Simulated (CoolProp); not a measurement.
The fluid at 399.99 K and 3.89 MPa is throttled through a valve to 2.39 MPa with no heat exchange. The same conditions are run with several fluids, on thermodynamics alone (safety and materials aside).

Computed with CoolProp (reference Helmholtz-energy equation of state of each fluid (chloromethane (R40): Thol 2014; methane: Setzmann 1991; cyclopropane: Polt 1992; R13: Platzer 1990; ethane: Bücker 2006)). The equations of Platzer and Polt are older, rougher fits.

Q: Rank chloromethane (R40), methane, cyclopropane, R13, ethane by temperature change (K), highest first.

A: methane (-3.2), ethane (-8.0), R13 (-8.3), cyclopropane (-16.8), chloromethane (R40) (-24.4)

```json
[
 {"fluid": "chloromethane (R40)", "final density (kg/m³)": "49.2"},
 {"fluid": "methane", "final density (kg/m³)": "11.7"},
 {"fluid": "cyclopropane", "final density (kg/m³)": "39.1"},
 {"fluid": "R13", "final density (kg/m³)": "83.9"},
 {"fluid": "ethane", "final density (kg/m³)": "23.9"}
]
```
